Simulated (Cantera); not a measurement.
# Ignition delay

Mixture: 22.5 % H₂, 16.3 % O₂, 61.2 % N₂, equivalence ratio 0.69, at 9.87 atm, adiabatic and at constant pressure. Ignition delay is the time to a rise of 400 K.

Model: GRI-Mech 3.0 (53 species, 325 reactions), integrated in Cantera. The hydrogen kinetics of GRI-Mech 3.0 are dated; newer H2 mechanisms differ, most at raised pressure. Where the delays flatten at high temperature, the 400 K rule measures the pace of heat release, not the induction time.

| T0 (K) | delay (ms) |
|---|---|
| 1298 | 0.00518 |
| 1398 | 0.00241 |
| 1498 | 0.00153 |
| 1598 | 0.00111 |
| 1698 | 0.000869 |
| 1798 | 0.000725 |
| 1898 | 0.000638 |
| 1998 | 0.000588 |
| 2098 | 0.000565 |
| 2198 | 0.000561 |
